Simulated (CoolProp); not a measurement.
Vapour-liquid equilibrium of CH2F2 (R32) (1) + R227EA (2) at 0.55 °C; x and y are mole fractions of (1).

Computed with CoolProp (multi-fluid Helmholtz-energy mixture model, Tillner-Roth 1997 and Lemmon 2016; pair parameters Bell 2016).

```json
[
 {"x": "0.05", "bubble pressure, mixture model (kPa)": "235.3", "bubble pressure, Raoult's law (kPa)": "230.8", "y, mixture model": "0.182", "y, Raoult's law": "0.179"},
 {"x": "0.125", "bubble pressure, mixture model (kPa)": "291.0", "bubble pressure, Raoult's law (kPa)": "277.9", "y, mixture model": "0.377", "y, Raoult's law": "0.372"},
 {"x": "0.2", "bubble pressure, mixture model (kPa)": "347.2", "bubble pressure, Raoult's law (kPa)": "325.0", "y, mixture model": "0.512", "y, Raoult's law": "0.509"},
 {"x": "0.275", "bubble pressure, mixture model (kPa)": "___", "bubble pressure, Raoult's law (kPa)": "372.1", "y, mixture model": "___", "y, Raoult's law": "0.612"},
 {"x": "0.35", "bubble pressure, mixture model (kPa)": "___", "bubble pressure, Raoult's law (kPa)": "419.2", "y, mixture model": "0.681", "y, Raoult's law": "0.691"},
 {"x": "0.425", "bubble pressure, mixture model (kPa)": "___", "bubble pressure, Raoult's law (kPa)": "466.4", "y, mixture model": "___", "y, Raoult's law": "0.754"},
 {"x": "0.5", "bubble pressure, mixture model (kPa)": "552.0", "bubble pressure, Raoult's law (kPa)": "513.5", "y, mixture model": "___", "y, Raoult's law": "0.806"},
 {"x": "0.575", "bubble pressure, mixture model (kPa)": "596.4", "bubble pressure, Raoult's law (kPa)": "560.6", "y, mixture model": "0.821", "y, Raoult's law": "0.849"},
 {"x": "0.65", "bubble pressure, mixture model (kPa)": "638.7", "bubble pressure, Raoult's law (kPa)": "607.7", "y, mixture model": "0.855", "y, Raoult's law": "0.885"},
 {"x": "0.725", "bubble pressure, mixture model (kPa)": "679.6", "bubble pressure, Raoult's law (kPa)": "654.8", "y, mixture model": "0.887", "y, Raoult's law": "0.916"},
 {"x": "0.8", "bubble pressure, mixture model (kPa)": "719.7", "bubble pressure, Raoult's law (kPa)": "701.9", "y, mixture model": "___", "y, Raoult's law": "0.943"},
 {"x": "0.875", "bubble pressure, mixture model (kPa)": "759.7", "bubble pressure, Raoult's law (kPa)": "749.0", "y, mixture model": "0.947", "y, Raoult's law": "0.967"},
 {"x": "0.95", "bubble pressure, mixture model (kPa)": "800.1", "bubble pressure, Raoult's law (kPa)": "796.1", "y, mixture model": "___", "y, Raoult's law": "0.987"}
]
```

Q: Fill in the missing entries.

A: 
- 0.275, bubble pressure, mixture model (kPa): 402.3
- 0.275, y, mixture model: 0.608
- 0.35, bubble pressure, mixture model (kPa): 455.0
- 0.425, bubble pressure, mixture model (kPa): 505.0
- 0.425, y, mixture model: 0.737
- 0.5, y, mixture model: 0.783
- 0.8, y, mixture model: 0.917
- 0.95, y, mixture model: 0.978

The largest gap from Raoult's law is +8.5 % in bubble pressure, at x = 0.35. No azeotrope shows between x = 0.05 and 0.95.

Pair parameters are fitted to limited data, so mixtures are less certain than the pure fluids.
